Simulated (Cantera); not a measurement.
Input: 1 mol BN, 2.3 mol O2, equilibrated at 0.230 bar.

Equilibrium computed with Cantera from the NASA thermochemical tables; the gas is ideal and each condensed phase is pure. Candidate condensed phases: B, BN, B2O3; 17 gas species. Rates play no part.

### Question
What share of the B ends up in condensed phases as a function of T (K), at 1475, 1550, 1625, 1700, 1775, 1850, 1925, 2000, 2075?

### Answer
| T (K) | B condensed (%) | as |
|---|---|---|
| 1475 | 100.0 | B2O3(l) |
| 1550 | 99.9 | B2O3(l) |
| 1625 | 99.5 | B2O3(l) |
| 1700 | 98.5 | B2O3(l) |
| 1775 | 95.3 | B2O3(l) |
| 1850 | 86.7 | B2O3(l) |
| 1925 | 64.3 | B2O3(l) |
| 2000 | 4.0 | B2O3(l) |
| 2075 | 0.0 | - |
